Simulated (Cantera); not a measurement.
Ignition delay

Mixture: CH4 : H2 : O2 : N2 = 1 : 0.74 : 2.79 : 6.97 (molar parts), at 0.890 bar, adiabatic and at constant pressure. Ignition delay is the time to a rise of 400 K.

Detailed kinetics in Cantera: GRI-Mech 3.0 (53 species, 325 reactions).

```json
[
 {"T0 (K)": "1098", "delay (ms)": "2.48"},
 {"T0 (K)": "1148", "delay (ms)": "1.55"},
 {"T0 (K)": "1198", "delay (ms)": "0.996"},
 {"T0 (K)": "1248", "delay (ms)": "0.662"},
 {"T0 (K)": "1298", "delay (ms)": "0.453"},
 {"T0 (K)": "1348", "delay (ms)": "0.319"},
 {"T0 (K)": "1398", "delay (ms)": "0.231"}
]
```

| Quantity | Value |
|---|---|
| apparent activation energy between 1298 and 1398 K | 100 kJ/mol |
